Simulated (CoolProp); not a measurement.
Properties of R236FA along the isotherm 331.7 K (Tc = 398.1 K, pc = 3191 kPa, ω = 0.377).

Values from CoolProp's reference Helmholtz-energy equation of state, Pan 2012.

```
p (kPa)   phase  cp (kJ/(kg K))  isothermal compressibility (1/MPa)
-------  ------  --------------  ----------------------------------
798      liquid           1.333                            0.007791
1600     liquid           1.321                            0.007250
2390     liquid           1.311                            0.006794
3190     liquid           1.301                            0.006395
3990     liquid           1.293                            0.006046
4790     liquid           1.286                            0.005738
5580     liquid           1.280                            0.005466
6380     liquid           1.274                            0.005219
7180     liquid           1.268                            0.004996
7980     liquid           1.263                            0.004794
```
